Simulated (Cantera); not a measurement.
A closed system holds: 1 mol Cr, a varied amount of H₂O, at 1825 K and 4.10 bar.

Method: chemical equilibrium by Gibbs-energy minimisation in Cantera with the NASA 1993 tables (ideal gas, pure condensed phases). Candidate condensed phases: Cr, Cr₂O₃, H₂O; 13 gas species. Mutual solubility and eutectic melting of coexisting phases are not modelled. Kinetics and transport are ignored.

Q: At 0.56 mol H₂O, list the 4 most abundant gas species with their mole fractions, and the condensed phases.

A: H₂ 0.993, H₂O 0.00720, H 0.000217, Cr 3.20e-5. Condensed: Cr(s) + Cr₂O₃(s).
